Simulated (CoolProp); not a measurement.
Dimethyl carbonate along the isobar 5.75 bar: density (kg/m³) from the reference equation and from simpler models built on Tc = 557.0 K, pc = 49.09 bar, ω = 0.346; each cubic takes its own stable root.

The numbers come from the reference Helmholtz-energy equation of state, Zhou 2011 in CoolProp.

| T (K) | phase | reference |
|---|---|---|
| 295.7 | liquid | 1067 |
| 332.4 | liquid | 1018 |
| 369.2 | liquid | 966.2 |
| 406 | liquid | 910.8 |
| 442.8 | gas | 15.48 |
| 479.5 | gas | 13.95 |
| 516.3 | gas | 12.75 |
| 553.1 | gas | 11.76 |

Problem. How far does each simpler model (van der Waals, Redlich-Kwong, Soave-Redlich-Kwong, Peng-Robinson) lie from the reference over these 8 states: mean and median of the absolute difference, and the worst?

Solution. 
- van der Waals: mean 35.9 %, median 22.5 %, worst -98.2 % at 406 K and 5.75 bar
- Redlich-Kwong: mean 18.0 %, median 7.8 %, worst -98.1 % at 406 K and 5.75 bar
- Soave-Redlich-Kwong: mean 5.5 %, median 5.3 %, worst -11.6 % at 295.7 K and 5.75 bar
- Peng-Robinson: mean 0.6 %, median 0.6 %, worst +1.0 % at 369.2 K and 5.75 bar

At some of these states van der Waals, Redlich-Kwong gives the other phase, because its saturation line lies elsewhere.
